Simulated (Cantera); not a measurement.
## Metals in furnace atmospheres: Cu + NH3 + H2

A closed system holds: 1 mol Cu, 0.18 mol NH3, a varied amount of H2, at 1823 K and 13300 Pa.

Cantera equilibrium calculation (NASA polynomials, part measured and part estimated; ideal gas, pure solids and liquids). Candidate condensed phases: Cu; 11 gas species. Equilibrium is a limit: real reactors are often held back by kinetics, nucleation or transport.

```tsv
n(H2) (mol)	x H2	x N2	x Cu	x H	x Cu2	x NH3	n Cu(l)
1.1	0.932	0.0613	0.00528	0.00115	1.12e-5	8.27e-7	0.992
2	0.956	0.0379	0.00528	0.00116	1.12e-5	6.75e-7	0.987
3.7	0.972	0.0220	0.00528	0.00117	1.12e-5	5.28e-7	0.978
6.8	0.981	0.0125	0.00528	0.00118	1.12e-5	4.03e-7	0.962
12	0.986	0.00724	0.00528	0.00118	1.12e-5	3.09e-7	0.934
22	0.990	0.00400	0.00528	0.00118	1.12e-5	2.31e-7	0.881
41	0.991	0.00216	0.00528	0.00118	1.12e-5	1.70e-7	0.779
74	0.992	0.00120	0.00528	0.00118	1.12e-5	1.27e-7	0.603
130	0.993	0.000686	0.00528	0.00118	1.12e-5	9.62e-8	0.305
250	0.994	0.000358	0.00396	0.00118	6.29e-6	6.96e-8	0
```
x: gas mole fraction; n: condensed amount in mol.

From 1.1 mol H2 to 130 mol H2 the condensed part is Cu(l). At 250 mol H2 nothing is condensed. The main Cu-bearing gas is Cu throughout. The share of Cu in condensed phases is highest at 1.1 mol H2 (99.2 %) and lowest at 250 mol H2 (0.0 %).
